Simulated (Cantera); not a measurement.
Mixture: H2 : O2 : N2 : H2O = 1 : 0.746 : 2.46 : 0.18 (molar parts), at 7.10 bar, adiabatic and at constant pressure. Ignition delay is the time to a rise of 400 K.

Computed with Cantera and the H2/O2 subset of GRI-Mech 3.0, which has no nitrogen chemistry. The hydrogen kinetics of GRI-Mech 3.0 are dated; newer H2 mechanisms differ, most at raised pressure.

### Question
What does this change do: pressure from 7.10 bar to 1.50 bar?

### Answer
```csv
quantity,before,after
delay at 950 K,43.9 ms,69.2 ms
delay at 1050 K,4.05 ms,0.252 ms
delay at 1150 K,0.394 ms,48.8 µs
delay at 1250 K,16.5 µs,25.3 µs
delay at 1350 K,4.57 µs,16.5 µs
delay at 1450 K,2.59 µs,12.4 µs
```

### Question
What does this change do: constant volume in place of constant pressure?

### Answer
| quantity | before | after |
|---|---|---|
| delay at 950 K | 43.9 ms | 40.3 ms |
| delay at 1050 K | 4.05 ms | 3.81 ms |
| delay at 1150 K | 0.394 ms | 0.381 ms |
| delay at 1250 K | 16.5 µs | 16.1 µs |
| delay at 1350 K | 4.57 µs | 4.39 µs |
| delay at 1450 K | 2.59 µs | 2.46 µs |
